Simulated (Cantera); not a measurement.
# Dilute partial oxidation

An isothermal, constant-pressure homogeneous reactor starts with CH₄ : O₂ : N₂ = 0.026 : 0.014 : 1 (molar parts), at 1075 K and 5.00 bar.

Computed with Cantera and GRI-Mech 3.0 (53 species, 325 reactions).

```csv
t (s),x CH₄,x O₂,x CH₂CO,x H₂,x H,x CO₂
1.00e-5,0.0250,0.0135,<1e-12,<1e-12,<1e-12,<1e-12
3.72e-5,0.0250,0.0135,<1e-12,1.71e-12,<1e-12,<1e-12
0.000138,0.0250,0.0135,<1e-12,7.95e-12,<1e-12,<1e-12
0.000514,0.0250,0.0135,<1e-12,5.03e-11,<1e-12,<1e-12
0.00191,0.0250,0.0135,<1e-12,5.47e-10,1.26e-12,<1e-12
0.00711,0.0250,0.0135,<1e-12,1.03e-8,6.76e-12,2.71e-12
0.0265,0.0250,0.0135,<1e-12,9.81e-8,1.07e-11,5.73e-11
0.0984,0.0250,0.0135,1.05e-11,5.37e-7,1.56e-11,3.40e-10
0.366,0.0250,0.0134,4.87e-10,4.00e-6,4.36e-11,3.70e-9
1.36,0.0247,0.0133,1.32e-7,8.07e-5,4.30e-10,6.89e-7
5.06,0.0130,0.000548,4.62e-5,0.00725,1.38e-8,0.00163
18.8,0.0128,1.79e-5,5.22e-6,0.00766,1.68e-9,0.00184
70.0,0.0128,3.33e-7,1.14e-7,0.00774,9.75e-10,0.00188
```
x: mole fraction; the columns are a selection and need not sum to one.

Equilibrium at this temperature and pressure: CH₄ 0.000236, O₂ <1e-12, CH₂CO 1.94e-11, H₂ 0.0464, H 1.42e-9, CO₂ 0.000732 (gas phase only).
